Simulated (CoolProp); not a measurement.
Tetradecamethylhexasiloxane (MD4M) along the isotherm 346.85 °C: fugacity coefficient from the reference equation and from simpler models built on Tc = 380.0 °C, pc = 0.8286 MPa, ω = 0.800; each cubic takes its own stable root.

Computed with CoolProp (reference Helmholtz-energy equation of state, Thol 2019).

| p (MPa) | phase | reference | Redlich-Kwong | Soave-Redlich-Kwong | Peng-Robinson |
|---|---|---|---|---|---|
| 0.00655 | gas | 0.9961 | 0.9969 | 0.9967 | 0.9963 |
| 0.0111 | gas | 0.9935 | 0.9947 | 0.9943 | 0.9938 |
| 0.0187 | gas | 0.9890 | 0.9911 | 0.9904 | 0.9896 |
| 0.0315 | gas | 0.9815 | 0.9850 | 0.9839 | 0.9824 |
| 0.0531 | gas | 0.9688 | 0.9747 | 0.9730 | 0.9705 |
| 0.0897 | gas | 0.9475 | 0.9575 | 0.9544 | 0.9503 |
| 0.151 | gas | 0.9122 | 0.9287 | 0.9236 | 0.9170 |
| 0.255 | gas | 0.8530 | 0.8803 | 0.8717 | 0.8612 |
| 0.431 | gas | 0.7538 | 0.7990 | 0.7838 | 0.7683 |
| 0.727 | liquid | 0.5129 | 0.6183 | 0.5466 | 0.5299 |
| 1.23 | liquid | 0.3310 | 0.4087 | 0.3580 | 0.3431 |
| 2.07 | liquid | 0.2265 | 0.2875 | 0.2495 | 0.2350 |
